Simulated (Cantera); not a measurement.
Feed: 1 mol SiHCl₃, 73 mol N₂, 2.6 mol H₂, a varied amount of NH₃, held at 1.00 Torr.

Equilibrium computed with Cantera from the NASA thermochemical tables; the gas is ideal and each condensed phase is pure. Candidate condensed phases: NH₄Cl, Si, Si₃N₄; 28 gas species. The tables' values for SiCl₃ are old estimates. Rates play no part.

Question: What condenses at these points (T in K, n(NH₃) in mol): (1698, 22); (1923, 39); (1098, 39); (1548, 7.1); (1098, 1.3); (1023, 1.3)?

Answer: 
```csv
T (K),n(NH₃) in mol,condensed phases,Si condensed (%)
1698,22,Si,47.4
1923,39,gas only,0.0
1098,39,Si₃N₄,100.0
1548,7.1,Si₃N₄,67.2
1098,1.3,Si₃N₄,99.7
1023,1.3,Si₃N₄,99.7
```
